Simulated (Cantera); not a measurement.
What does this Cantera script print?

```python
import numpy as np
import cantera as ct

gas = ct.Solution("gri30.yaml")
gas.TPX = 525, 910000, {'C3H8': 1, 'O2': 3.57, 'N2': 13.4, 'H2O': 0.38, 'H2': 0.047}
flame = ct.FreeFlame(gas, width=0.0085)
flame.set_refine_criteria(ratio=3, slope=0.08, curve=0.16)
flame.transport_model = "mixture-averaged"
flame.solve(loglevel=0, auto=True)
z, T = flame.grid, flame.T
thick = (T[-1] - T[0]) / np.gradient(T, z).max()
show = ['C3H8', 'O2', 'H2O', 'CH2', 'CO2', 'NO']
print(f"laminar burning velocity  {flame.velocity[0] * 100:.3f} cm/s")
print(f"burnt temperature         {T[-1]:.1f} K")
print(f"thermal thickness         {thick * 1e3:.4f} mm")
print(f"grid points               {len(z)}")
z0 = z[flame.heat_release_rate.argmax()]
print(f"{'z/mm':>9s}{'T/K':>9s}{'u/(m/s)':>9s}" + "".join(f"{s:>11s}" for s in show))
rows = []
for k in (-3, -2, -1.5, -1, -0.5, -0.25, 0, 0.25, 0.5, 1, 2, 4, 8):
    zz = z0 + k * thick
    rows.append([k * thick, np.interp(zz, z, T), np.interp(zz, z, flame.velocity),
                 *(np.interp(zz, z, flame.X[gas.species_index(s)]) for s in show)])
    print(f"{rows[-1][0] * 1e3:9.3f}{rows[-1][1]:9.1f}{rows[-1][2]:9.3f}" + "".join(f"{x:11.3e}" for x in rows[-1][3:]))
```

Output:

```
laminar burning velocity  34.242 cm/s
burnt temperature         2169.8 K
thermal thickness         0.0807 mm
grid points               136
     z/mm      T/K  u/(m/s)       C3H8         O2        H2O        CH2        CO2         NO
   -0.242    525.7    0.344  5.418e-02  1.933e-01  2.077e-02  5.746e-22  2.010e-06  5.687e-10
   -0.161    531.0    0.349  5.394e-02  1.918e-01  2.169e-02  3.950e-19  2.264e-05  4.836e-09
   -0.121    551.2    0.365  5.356e-02  1.888e-01  2.473e-02  1.521e-16  1.355e-04  2.390e-08
   -0.081    657.0    0.441  5.166e-02  1.762e-01  3.788e-02  3.632e-13  1.055e-03  1.863e-07
   -0.040   1077.5    0.752  3.602e-02  1.271e-01  8.073e-02  4.099e-09  7.311e-03  2.004e-06
   -0.020   1453.3    1.050  1.355e-02  8.119e-02  1.156e-01  7.711e-07  1.555e-02  4.929e-06
    0.000   1825.0    1.351  3.350e-04  3.534e-02  1.485e-01  2.342e-05  2.733e-02  9.377e-06
    0.020   2022.8    1.503  2.743e-07  1.270e-02  1.635e-01  3.405e-05  3.742e-02  1.629e-05
    0.040   2101.8    1.560  2.093e-09  4.712e-03  1.672e-01  2.015e-05  4.374e-02  2.301e-05
    0.081   2150.0    1.593  1.011e-10  8.971e-04  1.668e-01  6.046e-06  4.952e-02  3.084e-05
    0.161   2167.8    1.605  6.082e-12  8.864e-05  1.647e-01  1.330e-06  5.263e-02  3.638e-05
    0.323   2171.6    1.608  7.033e-13  4.991e-06  1.633e-01  4.285e-07  5.368e-02  4.078e-05
    0.646   2171.2    1.609  9.062e-14  9.552e-07  1.625e-01  1.880e-07  5.373e-02  4.765e-05
```

Model: GRI-Mech 3.0 (53 species, 325 reactions), integrated in Cantera. GRI-Mech 3.0 was tuned for natural gas; its chemistry of propane as a main component is partial and can be far from experiment. Burning velocities carry a grid error of a few per cent, more on coarse grids.
